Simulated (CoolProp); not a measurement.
A simple Rankine cycle with c-C4F8 (RC318): condensing at 315.15 K, boiler at 2.36 MPa, turbine inlet 385.1 K, turbine efficiency 0.9, pump efficiency 0.6, no recuperator. Each further row changes one setting.

The numbers come from the reference Helmholtz-energy equation of state, Platzer 1990 in CoolProp. This equation is an older, rougher fit; its heat capacities, sound speeds and derivatives of the liquid may be far off and weren't checked against measurements.

```tsv
case	thermal efficiency (%)	net work (kJ/kg)	heat in (kJ/kg)	turbine exit temperature (K)	volume ratio over the turbine
as stated	10.0	13.4	133	342.4	6.40
turbine inlet 405.1 K	9.9	15.8	159	368.2	5.47
condensing temperature 307.15 K	11.2	16.0	143	338.0	8.15
boiler pressure 1.65 MPa	8.3	12.2	147	358.6	3.59
turbine efficiency 0.8	8.8	11.7	133	344.3	6.46
```
